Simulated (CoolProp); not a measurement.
R245ca along the isotherm 450 K: Z from the reference equation and from simpler models built on Tc = 447.6 K, pc = 3.941 MPa, ω = 0.355; each cubic takes its own stable root.

Computed with CoolProp (reference Helmholtz-energy equation of state, Zhou 2016).

```tsv
p (MPa)	phase	reference
0.667	gas	0.9396
1.33	gas	0.8745
2	gas	0.8010
2.67	gas	0.7144
3.33	gas	0.6039
4	supercritical	0.3987
4.67	supercritical	0.2160
5.33	supercritical	0.2295
6	supercritical	0.2478
6.67	supercritical	0.2675
7.33	supercritical	0.2874
8	supercritical	0.3078
8.67	supercritical	0.3283
9.33	supercritical	0.3484
10	supercritical	0.3689
```

Problem. How far does each simpler model (van der Waals, Redlich-Kwong, Soave-Redlich-Kwong, Peng-Robinson) lie from the reference over these 15 states: mean and median of the absolute difference, and the worst?

Solution. 
- van der Waals: mean 26.9 %, median 40.5 %, worst +43.7 % at 450 K and 4.67 MPa
- Redlich-Kwong: mean 10.8 %, median 13.9 %, worst +22.9 % at 450 K and 4.67 MPa
- Soave-Redlich-Kwong: mean 11.6 %, median 14.2 %, worst +24.5 % at 450 K and 4.67 MPa
- Peng-Robinson: mean 4.3 %, median 2.8 %, worst +13.2 % at 450 K and 4.67 MPa
